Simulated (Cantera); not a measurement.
**Ignition delay**

Mixture: CH₄ : CO : O₂ : N₂ = 1 : 0.063 : 3.76 : 13.5 (molar parts), equivalence ratio 0.54, at 1300000 Pa, adiabatic and at constant pressure. Ignition delay is the time to a rise of 400 K.

Computed with Cantera and GRI-Mech 3.0 (53 species, 325 reactions). The pressure lies above the range GRI-Mech 3.0 was tuned for (to about 10 atm).

```
T0 (K)  delay (ms)
------  ----------
1200          2.82
1275          1.14
1350         0.500
1425         0.234
1500         0.116
1575        0.0610
1650        0.0336
1725        0.0195
1800        0.0118
1875       0.00751
```

```
Item                                                    Result
--------------------------------------------------  ----------
apparent activation energy between 1725 and 1875 K  170 kJ/mol
```
